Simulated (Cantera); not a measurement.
## Formation from one mole of O2

Cantera with NASA thermochemical tables; ideal gases at 1 bar, condensed phases pure. Values are per mole of reaction as written; species without (g) are pure solids or liquids, kept so even where they would boil at 1 bar.

Nb + O2(g) = NbO2(g)

| T (K) | ΔH° (kJ) | ΔS° (J/K) | ΔG° (kJ) | log10 K |
|---|---|---|---|---|
| 823 | -203.7 | 23.9 | -223.3 | 14.17 |
| 873 | -204.0 | 23.5 | -224.5 | 13.43 |
| 923 | -204.3 | 23.1 | -225.7 | 12.77 |
| 973 | -204.7 | 22.7 | -226.8 | 12.18 |
| 1023 | -205.1 | 22.4 | -227.9 | 11.64 |
| 1073 | -205.4 | 22.0 | -229.1 | 11.15 |
| 1123 | -205.8 | 21.7 | -230.1 | 10.70 |
| 1173 | -206.2 | 21.4 | -231.2 | 10.30 |

2 Pb + O2(g) = 2 PbO(g)

```json
[
 {"T (K)": "823", "ΔH° (kJ)": "120.8", "ΔS° (J/K)": "110.1", "ΔG° (kJ)": "30.2", "log10 K": "-1.92"},
 {"T (K)": "873", "ΔH° (kJ)": "119.8", "ΔS° (J/K)": "108.9", "ΔG° (kJ)": "24.7", "log10 K": "-1.48"},
 {"T (K)": "923", "ΔH° (kJ)": "118.8", "ΔS° (J/K)": "107.8", "ΔG° (kJ)": "19.3", "log10 K": "-1.09"},
 {"T (K)": "973", "ΔH° (kJ)": "117.8", "ΔS° (J/K)": "106.7", "ΔG° (kJ)": "14.0", "log10 K": "-0.75"},
 {"T (K)": "1023", "ΔH° (kJ)": "116.8", "ΔS° (J/K)": "105.8", "ΔG° (kJ)": "8.6", "log10 K": "-0.44"},
 {"T (K)": "1073", "ΔH° (kJ)": "115.9", "ΔS° (J/K)": "104.8", "ΔG° (kJ)": "3.4", "log10 K": "-0.16"},
 {"T (K)": "1123", "ΔH° (kJ)": "114.9", "ΔS° (J/K)": "104.0", "ΔG° (kJ)": "-1.8", "log10 K": "0.09"},
 {"T (K)": "1173", "ΔH° (kJ)": "114.0", "ΔS° (J/K)": "103.1", "ΔG° (kJ)": "-7.0", "log10 K": "0.31"}
]
```

2 Si + O2(g) = 2 SiO(g)

| T (K) | ΔH° (kJ) | ΔS° (J/K) | ΔG° (kJ) | log10 K |
|---|---|---|---|---|
| 823 | -208.0 | 167.0 | -345.4 | 21.92 |
| 873 | -208.8 | 166.1 | -353.8 | 21.17 |
| 923 | -209.6 | 165.2 | -362.0 | 20.49 |
| 973 | -210.4 | 164.3 | -370.3 | 19.88 |
| 1023 | -211.2 | 163.5 | -378.5 | 19.33 |
| 1073 | -212.1 | 162.7 | -386.6 | 18.82 |
| 1123 | -212.9 | 161.9 | -394.8 | 18.36 |
| 1173 | -213.8 | 161.2 | -402.8 | 17.94 |

4 Cu + O2(g) = 2 Cu2O

| T (K) | ΔH° (kJ) | ΔS° (J/K) | ΔG° (kJ) | log10 K |
|---|---|---|---|---|
| 823 | -337.6 | -146.8 | -216.8 | 13.76 |
| 873 | -337.0 | -146.0 | -209.5 | 12.53 |
| 923 | -336.4 | -145.4 | -202.2 | 11.44 |
| 973 | -335.7 | -144.7 | -195.0 | 10.47 |
| 1023 | -335.1 | -144.0 | -187.7 | 9.59 |
| 1073 | -334.4 | -143.4 | -180.5 | 8.79 |
| 1123 | -333.8 | -142.8 | -173.4 | 8.06 |
| 1173 | -333.1 | -142.2 | -166.3 | 7.40 |
